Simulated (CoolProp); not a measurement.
A single-stage vapour-compression cycle with chlorine: evaporating at 244.15 K (dew point), condensing at 280.15 K (bubble point), superheat 0 K, subcooling 8 K, compressor efficiency 0.65, no pressure losses. Each further row changes one setting.

Model: reference Helmholtz-energy equation of state, Thol 2021, in CoolProp.

| case | cooling COP | pressure ratio | discharge temperature (K) | refrigerating effect (kJ/kg) | volumetric capacity (kJ/m³) |
|---|---|---|---|---|---|
| as stated | 3.94 | 3.67 | 381.9 | 257 | 1160 |
| evaporating temperature 249.15 K | 4.76 | 2.99 | 364.2 | 259 | 1420 |
| condensing temperature 275.15 K | 4.66 | 3.13 | 363.2 | 262 | 1190 |
| subcooling 13 K | 4.01 | 3.67 | 381.9 | 262 | 1180 |
| superheat 10 K | 3.84 | 3.67 | 396.9 | 262 | 1130 |
| compressor efficiency 0.55 | 3.33 | 3.67 | 404.8 | 257 | 1160 |
